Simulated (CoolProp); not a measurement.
A Linde-Hampson liquefier for oxygen: isothermal reversible compression at 250 K from 1 atm to 25 MPa, throttling to 1 atm, return gas leaving the recuperator 0 K below the feed. Each further row changes one setting.

Model: reference Helmholtz-energy equation of state, Schmidt 1985, in CoolProp.

```tsv
case	liquid yield per pass	compression work (kJ/kg of gas)
as stated	0.204	341
high pressure 50 MPa	0.248	385
warm-end temperature 280 K	0.150	390
warm-end gap 5 K	0.194	341
```
